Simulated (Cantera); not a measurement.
**Transport properties of process gases**

Gas mixture: CO2 : NH3 = 0.78 : 0.93 (molar parts), at 13300 Pa, frozen composition.

Cantera's kinetic-theory transport with the Lennard-Jones parameters of GRI-Mech 3.0, ideal gas; thermal conductivity in the mixture-averaged form. Polar gases are described roughly by these parameters. The composition is frozen, though it would react at the higher temperatures.

```tsv
T (K)	ρ (kg/m³)	cp (J/kg/K)	μ (µPa s)	λ (mW/m/K)	Pr	D (cm²/s) NH3	D (cm²/s) O	D (cm²/s) N2
400	0.118	1358	17.5	34.3	0.691	2.13	3.85	2.42
500	0.0941	1472	21.5	45.9	0.689	3.29	5.74	3.63
600	0.0784	1577	25.3	58.0	0.688	4.66	7.90	5.01
700	0.0672	1669	28.9	70.3	0.686	6.21	10.3	6.56
800	0.0588	1750	32.3	82.6	0.684	7.94	13.0	8.27
900	0.0523	1822	35.5	94.9	0.682	9.83	15.9	10.1
1000	0.0470	1893	38.6	107	0.682	11.9	19.0	12.1
1100	0.0428	1952	41.6	119	0.681	14.1	22.3	14.2
```
D: mixture-averaged diffusion coefficient of that species in the mixture.
